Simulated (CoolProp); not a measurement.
Vapour-liquid equilibrium of R114 (1) + n-heptane (2) at 341.4 K; x and y are mole fractions of (1).

Model: multi-fluid Helmholtz-energy mixture model, Platzer 1990 and Span 2003; pair parameters Bell 2016, in CoolProp. This equation is an older, rougher fit; its heat capacities, sound speeds and derivatives of the liquid may be far off and weren't checked against measurements.

Give the bubble pressure and the first vapour's composition at x = 0.125, 0.2, 0.35. Is there an azeotrope?

x = 0.125: 1.530 bar, y = 0.768; x = 0.2: 2.161 bar, y = 0.844; x = 0.35: 3.264 bar, y = 0.908. No azeotrope shows between x = 0.05 and 0.95.

Pair parameters are fitted to limited data, so mixtures are less certain than the pure fluids.
